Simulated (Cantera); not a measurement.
Charge: 1 mol Si₃N₄, 0.085 mol Si, 5.1 mol H₂, at 2650 K.

Cantera equilibrium calculation (NASA polynomials, part measured and part estimated; ideal gas, pure solids and liquids). Candidate condensed phases: Si, Si₃N₄; 18 gas species. Gases not in the tables: Si₂H₆ and higher silanes. Equilibrium is a limit: real reactors are often held back by kinetics, nucleation or transport.

Task: What share of the Si ends up in condensed phases as a function of P (Pa), at 1, 5.60, 32, 180, 1000, 5600, 32000, 180000, 1000000?

Result: 
```tsv
P (Pa)	Si condensed (%)	as
1	0.0	-
5.60	0.0	-
32	0.0	-
180	0.0	-
1000	0.0	-
5600	5.4	Si(l)
32000	86.5	Si(l)
180000	97.1	Si(l)
1000000	99.1	Si(l)
```
